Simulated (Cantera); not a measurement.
A Cantera script and what it prints.

```python
import numpy as np
import cantera as ct

gas_names = [...]  # 116 gases of nasa_gas.yaml made of C, H, Mg, O
cond_names = """
    C(gr) C6H6(L) C7H8(L) C8H18(L),n-octa H2O(s) H2O(L) Mg(cr) Mg(L) MgCO3(s) MgO(s) MgO(L) MgO2H2(s)
""".split()


# ... load() reads the species with a 1 bar reference pressure and builds the phases ...
atoms = {
    'MgCO3': {'Mg': 1, 'C': 1, 'O': 3},
    'H2': {'H': 2},
    'H2O': {'H': 2, 'O': 1},
}
top_T = {'C(gr)': 4500}  # K; cautious upper limits of use, not melting points


# ... equilibrate(T, P, feed) seeds the gas with the atoms and calls Mixture.equilibrate('TP', solver="vcs", rtol=1e-11, max_steps=5000) ...
results = []
feed = {'MgCO3': 1, 'H2': 7.4, 'H2O': 0.73}  # mol
T = 2075  # K
P = 13332.2  # Pa
mix = equilibrate(T, P, feed)
results.append((T, P, feed, dict(zip(mix.species_names, mix.species_moles))))
x = sorted(zip(gas.X, gas.species_names), reverse=True)
print(f"T = {T:g} K  P = {P:g} Pa  gas = {mix.phase_moles(0):.4g} mol")
print("   x: " + "  ".join(f"{s} {v:.3e}" for v, s in x if v > 0.001))
print("   condensed (mol): " + ("  ".join(f"{mix.phase(i).name} {mix.phase_moles(i):.4g}"
      for i in range(1, mix.n_phases) if mix.phase_moles(i) > 1e-12) or "none"))
```

Output:

```
T = 2075 K  P = 13332.2 Pa  gas = 9.17 mol
   x: H2 6.993e-01  H2O 1.841e-01  CO 1.034e-01  H 6.100e-03  CO2 5.610e-03  Mg 1.216e-03
   condensed (mol): MgO(s) 0.9882
```

Method: chemical equilibrium by Gibbs-energy minimisation in Cantera with the NASA 1993 tables (ideal gas, pure condensed phases).
